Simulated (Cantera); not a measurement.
Input: 1 mol Pb, 0.11 mol H₂O, 1.5 mol CO, equilibrated at 8.20 mbar.

Method: chemical equilibrium by Gibbs-energy minimisation in Cantera with the NASA 1993 tables (ideal gas, pure condensed phases). Candidate condensed phases: C, C₆H₆, C₇H₈, C₈H₁₈, H₂O, Pb, PbO, PbO₂, Pb₃O₄; 113 gas species. Kinetics and transport are ignored.

Problem. Which condensed phases are stable at each of these points (T (K)): 775, 875, 975, 1075, 1175, 1275, 1375, 1475, 1575?

Solution. 
```csv
T (K),condensed phases,Pb condensed (%)
775,C(graphite) + Pb(l),100.0
875,Pb(l),100.0
975,Pb(l),99.8
1075,Pb(l),98.5
1175,Pb(l),91.0
1275,Pb(l),51.9
1375,gas only,0.0
1475,gas only,0.0
1575,gas only,0.0
```

At 775 K the condensed part is C(graphite) + Pb(l). From 875 K to 1275 K the condensed part is Pb(l). From 1375 K to 1575 K nothing is condensed.
